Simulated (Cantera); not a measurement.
What does this Cantera script print?

```python
import numpy as np
import cantera as ct

gas = ct.Solution("gri30.yaml")
gas.TPX = 1825, 130, {'CH4': 1, 'H2': 1.3}
inlet = ct.Reservoir(gas, clone=True)

reactor = ct.IdealGasConstPressureReactor(gas, energy="off", clone=False)
exhaust = ct.Reservoir(gas, clone=True)
tau = [15, 3.6, 0.84, 0.19, 0.045, 0.011, 0.0024, 0.00057][0]
for a, b in ((inlet, reactor), (reactor, exhaust)):
    ct.MassFlowController(a, b, mdot=lambda t: reactor.mass / tau)
net = ct.ReactorNet([reactor])
show = ['CH4', 'H2', 'C2H', 'H', 'C2H2', 'C2H4', 'C2H6']

rows = []
print(f"{'tau/s':>10s}{'T/K':>9s}" + "".join(f"{s:>11s}" for s in show))
for tau in [15, 3.6, 0.84, 0.19, 0.045, 0.011, 0.0024, 0.00057]:
    net.initial_time = 0.0
    net.advance(30 * tau)
    before = gas.X
    net.advance(40 * tau)
    drift = np.max(np.abs(gas.X - before) / (gas.X + 1e-9))
    rows.append([gas.T, *gas[show].X, drift])
    print(f"{tau:10.3e}{gas.T:9.1f}" + "".join(f"{x:11.3e}" for x in gas[show].X))
```

It prints:

```
     tau/s      T/K        CH4         H2        C2H          H       C2H2       C2H4       C2H6
 1.500e+01   1825.0  1.984e-02  8.319e-01  5.026e-06  2.998e-03  1.437e-01  9.684e-05  1.186e-06
 3.600e+00   1825.0  5.042e-02  8.118e-01  3.629e-06  2.296e-03  1.322e-01  4.424e-04  5.656e-06
 8.400e-01   1825.0  1.137e-01  7.693e-01  2.493e-06  1.831e-03  1.079e-01  1.805e-03  2.215e-05
 1.900e-01   1825.0  2.309e-01  6.910e-01  1.173e-06  1.338e-03  6.240e-02  5.617e-03  6.266e-05
 4.500e-02   1825.0  3.917e-01  5.878e-01  7.099e-08  5.655e-04  7.602e-03  4.993e-03  5.109e-05
 1.100e-02   1825.0  4.321e-01  5.658e-01  6.228e-11  1.192e-04  3.046e-05  1.653e-04  3.311e-06
 2.400e-03   1825.0  4.343e-01  5.653e-01  2.744e-14  2.760e-05  5.799e-08  1.841e-06  1.069e-07
 5.700e-04   1825.0  4.347e-01  5.652e-01  2.095e-17  8.601e-06  1.431e-10  2.031e-08  2.223e-09
```

Model: GRI-Mech 3.0 (53 species, 325 reactions), integrated in Cantera. GRI-Mech 3.0 stops at C3 and has no aromatics, soot or wall deposition, so with more carbon than oxygen in the feed, carbon stays in small species such as C2H2 where larger ones or solid carbon would form. Radical loss at walls, strong at low pressure, is not modelled.
